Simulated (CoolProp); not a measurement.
c-C4F8 (RC318) at several states: Z from the reference equation and from simpler models built on Tc = 115.2 °C, pc = 2.778 MPa, ω = 0.355; each cubic takes its own stable root.

Computed with CoolProp (reference Helmholtz-energy equation of state, Platzer 1990). This equation is an older, rougher fit; its heat capacities, sound speeds and derivatives of the liquid may be far off and weren't checked against measurements.

```json
[
 {"T (°C)": "54.55", "p (MPa)": "0.132", "phase": "gas", "reference": "0.9715"},
 {"T (°C)": "18.75", "p (MPa)": "0.0728", "phase": "gas", "reference": "0.9771"},
 {"T (°C)": "-19.15", "p (MPa)": "7.76", "phase": "liquid", "reference": "0.4354"}
]
```

Task: How far does each simpler model (Redlich-Kwong, Peng-Robinson) lie from the reference over these 3 states: mean and median of the absolute difference, and the worst?

Result: 
- Redlich-Kwong: mean 3.1 %, median 0.3 %, worst +8.8 % at -19.15 °C and 7.76 MPa
- Peng-Robinson: mean 2.4 %, median 0.3 %, worst -6.8 % at -19.15 °C and 7.76 MPa
